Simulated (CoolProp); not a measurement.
Vapour-liquid equilibrium of o-xylene (1) + n-undecane (2) at 582.8 K; x and y are mole fractions of (1).

The numbers come from the multi-fluid Helmholtz-energy mixture model, Zhou 2012 and Aleksandrov 2011; pair parameters Bell 2016 in CoolProp.

Task: Give the bubble pressure and the first vapour's composition at x = 0.35, 0.65, 0.95. Is there an azeotrope?

Result: x = 0.35: 1.239 MPa, y = 0.470; x = 0.65: 1.596 MPa, y = 0.753; x = 0.95: 2.007 MPa, y = 0.969. No azeotrope shows between x = 0.05 and 0.95.

The pair parameters rest on a limited set of measurements; away from them the model extrapolates.
